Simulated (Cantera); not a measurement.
**Adiabatic ignition**

An adiabatic, constant-pressure homogeneous reactor starts with H2 : O2 : N2 = 1 : 1.14 : 4.27 (molar parts), equivalence ratio 0.44, at 1423 K and 4.93 atm.

Computed with Cantera and the H2/O2 subset of GRI-Mech 3.0, which has no nitrogen chemistry. The hydrogen kinetics of GRI-Mech 3.0 are dated; newer H2 mechanisms differ, most at raised pressure.

```csv
t (s),T (K),x H2,x O2,x H,x OH,x O,x H2O2,x HO2
2.00e-6,1423,0.156,0.178,6.26e-5,1.45e-5,1.84e-5,1.49e-7,1.92e-5
7.96e-6,2276,0.00671,0.101,0.00541,0.0188,0.0108,9.57e-7,3.59e-5
3.17e-5,2455,0.00121,0.105,0.000362,0.00955,0.00190,7.40e-7,1.46e-5
0.000126,2459,0.00110,0.105,0.000313,0.00915,0.00173,7.61e-7,1.46e-5
0.000502,2459,0.00110,0.105,0.000313,0.00915,0.00173,7.61e-7,1.46e-5
0.00200,2459,0.00110,0.105,0.000313,0.00915,0.00173,7.61e-7,1.46e-5
0.00796,2459,0.00110,0.105,0.000313,0.00915,0.00173,7.61e-7,1.46e-5
0.0317,2459,0.00110,0.105,0.000313,0.00915,0.00173,7.61e-7,1.46e-5
0.126,2459,0.00110,0.105,0.000313,0.00915,0.00173,7.61e-7,1.46e-5
0.502,2459,0.00110,0.105,0.000313,0.00915,0.00173,7.61e-7,1.46e-5
2.00,2459,0.00110,0.105,0.000313,0.00915,0.00173,7.61e-7,1.46e-5
```
x: mole fraction; the columns are a selection and need not sum to one.

```yaml
time_of_steepest_temperature_rise: 4.03 µs
temperature at 2.00 s: 2459 K
equilibrium_temperature: 2459 K
x(H2) at 2.00 s: 0.00110 (gas-phase equilibrium 0.00110)
x(O2) at 2.00 s: 0.105 (gas-phase equilibrium 0.105)
x(H) at 2.00 s: 0.000313 (gas-phase equilibrium 0.000313)
```
